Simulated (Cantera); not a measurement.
# Adiabatic ignition

An adiabatic, constant-pressure homogeneous reactor starts with CH4 : O2 : N2 = 1 : 6.06 : 22.8 (molar parts), equivalence ratio 0.33, at 1400 K and 20.0 bar.

Detailed kinetics in Cantera: GRI-Mech 3.0 (53 species, 325 reactions). The pressure lies above the range GRI-Mech 3.0 was tuned for (to about 10 atm).

| t (s) | T (K) | x CH4 | x O2 | x CO | x HCO | x CH2O | x N2O |
|---|---|---|---|---|---|---|---|
| 4.00e-6 | 1400 | 0.0335 | 0.203 | 3.48e-10 | <1e-12 | 1.22e-7 | 4.41e-12 |
| 1.26e-5 | 1400 | 0.0335 | 0.203 | 1.63e-8 | 8.93e-12 | 1.75e-6 | 4.14e-11 |
| 4.00e-5 | 1400 | 0.0334 | 0.203 | 1.73e-6 | 3.66e-10 | 3.93e-5 | 4.67e-10 |
| 0.000126 | 1411 | 0.0316 | 0.201 | 0.000330 | 3.28e-8 | 0.000773 | 8.37e-9 |
| 0.000400 | 2113 | <1e-12 | 0.136 | 6.59e-5 | 1.43e-12 | <1e-12 | 1.95e-6 |
| 0.00126 | 2113 | <1e-12 | 0.136 | 6.58e-5 | 1.43e-12 | <1e-12 | 1.95e-6 |
| 0.00400 | 2113 | <1e-12 | 0.136 | 6.57e-5 | 1.42e-12 | <1e-12 | 1.95e-6 |
| 0.0126 | 2112 | <1e-12 | 0.135 | 6.53e-5 | 1.40e-12 | <1e-12 | 1.94e-6 |
| 0.0400 | 2109 | <1e-12 | 0.135 | 6.41e-5 | 1.35e-12 | <1e-12 | 1.93e-6 |
| 0.126 | 2103 | <1e-12 | 0.133 | 6.15e-5 | 1.24e-12 | <1e-12 | 1.90e-6 |
| 0.400 | 2096 | <1e-12 | 0.132 | 5.89e-5 | 1.13e-12 | <1e-12 | 1.88e-6 |
| 1.26 | 2095 | <1e-12 | 0.132 | 5.85e-5 | 1.12e-12 | <1e-12 | 1.88e-6 |
| 4.00 | 2095 | <1e-12 | 0.132 | 5.85e-5 | 1.12e-12 | <1e-12 | 1.88e-6 |
x: mole fraction; the columns are a selection and need not sum to one.

* **time of steepest temperature rise**: 0.188 ms
* **temperature at 4.00 s**: 2095 K
* **equilibrium temperature**: 2095 K
* **x(CH4) at 4.00 s**: <1e-12 (gas-phase equilibrium <1e-12)
* **x(O2) at 4.00 s**: 0.132 (gas-phase equilibrium 0.132)
* **x(CO) at 4.00 s**: 5.85e-5 (gas-phase equilibrium 5.85e-5)
